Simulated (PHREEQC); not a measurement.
Consider water at 25 °C with 0.0031 mol/kgw Pb(NO3)2, 0.00081 mol/kgw ZnCl2 and 6.8e-05 mol/kgw NaCl. Closed to the air; pH follows from the charge balance.

Computed with PHREEQC (ion-association model, phreeqc.dat).

```yaml
pH: 5.20
ionic_strength: 0.0112 mol/kgw
specific_conductance: 935 µS/cm
```

```
species  molality  activity   log γ
-------  --------  --------  ------
NO3-      0.00604   0.00539  -0.049
Pb+2      0.00282   0.00182  -0.189
Cl-       0.00157   0.00141  -0.048
Zn+2     0.000808  0.000528  -0.184
PbNO3+   0.000162  0.000146  -0.047
PbCl+    0.000114  0.000102  -0.047
Na+       6.80e-5   6.11e-5  -0.046
H+        6.97e-6   6.34e-6  -0.041
PbOH+     6.25e-6   5.61e-6  -0.047
ZnCl+     2.23e-6   2.00e-6  -0.047
Pb2OH+3   6.09e-7   2.29e-7  -0.424
PbCl2     2.27e-7   2.28e-7   0.001
ZnOH+     1.02e-7   9.14e-8  -0.047
ZnOHCl    3.87e-9   3.88e-9   0.001
```

No solid was allowed to form. Complexes and solids missing from the database can't appear.
